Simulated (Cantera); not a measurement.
An isothermal, constant-pressure homogeneous reactor starts with CH4 : CO2 : H2 = 1 : 0.84 : 0.074 (molar parts), at 1648 K and 750 Torr. Integrator tolerance rtol = 1e-08.

Model: GRI-Mech 3.0 (53 species, 325 reactions), integrated in Cantera.

### Question
What does this change do: temperature 1648 to 1425 K?

### Answer
```json
[
 {"quantity": "x(CH4) at 70.0 s", "before": "0.00953 (gas-phase equilibrium 0.00950)", "after": "0.0893 (gas-phase equilibrium 0.0368)"},
 {"quantity": "x(CO2) at 70.0 s", "before": "3.38e-5 (gas-phase equilibrium 1.56e-6)", "after": "0.0489 (gas-phase equilibrium 7.05e-6)"},
 {"quantity": "x(H2) at 70.0 s", "before": "0.521 (gas-phase equilibrium 0.522)", "after": "0.340 (gas-phase equilibrium 0.495)"},
 {"quantity": "x(O) at 70.0 s", "before": "<1e-12 (gas-phase equilibrium <1e-12)", "after": "<1e-12 (gas-phase equilibrium <1e-12)"},
 {"quantity": "x(C2H) at 70.0 s", "before": "8.69e-9 (gas-phase equilibrium 8.66e-9)", "after": "6.54e-10 (gas-phase equilibrium 3.19e-11)"},
 {"quantity": "x(C2H4) at 70.0 s", "before": "0.000620 (gas-phase equilibrium 0.000618)", "after": "0.0102 (gas-phase equilibrium 0.000872)"},
 {"quantity": "x(OH) at 70.0 s", "before": "6.94e-10 (gas-phase equilibrium 3.21e-11)", "after": "2.67e-8 (gas-phase equilibrium 3.65e-12)"}
]
```
